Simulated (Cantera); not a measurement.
Cantera run:

```python
import numpy as np
import cantera as ct

gas_names = """
    H HO2 H2 H2O H2O2 O OH O2 O3 Ta TaO TaO2
""".split()
cond_names = """
    H2O(s) H2O(L) Ta(cr) Ta(L) Ta2O5(s) Ta2O5(L)
""".split()


# ... load() reads the species with a 1 bar reference pressure and builds the phases ...
atoms = {
    'Ta2O5': {'Ta': 2, 'O': 5},
    'H2': {'H': 2},
}
top_T = {}  # K; cautious upper limits of use, not melting points


# ... equilibrate(T, P, feed) seeds the gas with the atoms and calls Mixture.equilibrate('TP', solver="vcs", rtol=1e-11, max_steps=5000) ...
results = []
feed = {'Ta2O5': 1, 'H2': 510}  # mol
P = 170  # Pa
for T in [1800, 1850, 1900, 1950, 2000, 2050, 2100, 2150]:
    mix = equilibrate(T, P, feed)
    results.append((T, P, feed, dict(zip(mix.species_names, mix.species_moles))))

top = {s: max(r[3][s] / sum(r[3][g] for g in gas_names) for r in results) for s in gas_names}
cols = sorted((s for s in top if top[s] > 1e-05), key=lambda s: -top[s])[:8]
seen = [c for c in cond_names if any(r[3].get(c, 0) > 1e-12 for r in results)]
print("log10 of partial pressures in bar; condensed amounts in mol")
print(f"{'T/K':>10s}" + "".join(f"{s[:9]:>10s}" for s in cols + seen))
for T, P, feed, n in results:
    ng = sum(n[g] for g in gas_names)
    print(f"{T:10.4g}" + "".join(f"{np.log10(max(n[s] / ng * P / 1e5, 1e-99)):10.3f}" for s in cols)
          + "".join(f"{n.get(c, 0):10.4g}" for c in seen))
```

Result:

```
log10 of partial pressures in bar; condensed amounts in mol
       T/K        H2         H      TaO2       H2O       TaO        OH    Ta(cr)  Ta2O5(s)  Ta2O5(L)
      1800    -2.774    -4.833    -7.665    -5.936    -8.371    -9.175    0.1378    0.9272         0
      1850    -2.776    -4.656    -7.207    -5.822    -7.918    -8.835    0.1761    0.9008         0
      1900    -2.778    -4.490    -6.775    -5.716    -7.489    -8.513    0.2172    0.8611         0
      1950    -2.782    -4.332    -6.366    -5.617    -7.082    -8.209    0.2533    0.7953         0
      2000    -2.788    -4.183    -5.978    -5.525    -6.696    -7.921    0.2656    0.6754         0
      2050    -2.795    -4.042    -5.610    -5.440    -6.330    -7.648     0.213    0.4424         0
      2100    -2.805    -3.909    -5.285    -5.375    -5.994    -7.403   0.01838         0   0.02192
      2150    -2.817    -3.783    -5.288    -5.370    -5.931    -7.225         0         0         0
```

Method: chemical equilibrium by Gibbs-energy minimisation in Cantera with the NASA 1993 tables (ideal gas, pure condensed phases). Mutual solubility and eutectic melting of coexisting phases are not modelled. Condensed phases not in the tables: N, O or C dissolved in the metal.
